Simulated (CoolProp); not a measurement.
The numbers come from the reference Helmholtz-energy equation of state, Thol 2015 in CoolProp.

**Question.** For octamethylcyclotetrasiloxane (D4), give the phase and the density (kg/m³), cp (kJ/(kg K)) at 239.65 °C and 22.5 bar; 239.65 °C and 28.1 bar; 239.65 °C and 61.7 bar.

**Answer.** 
- 239.65 °C and 22.5 bar: liquid; density 685, cp 2.14
- 239.65 °C and 28.1 bar: liquid; density 690, cp 2.13
- 239.65 °C and 61.7 bar: liquid; density 716, cp 2.10
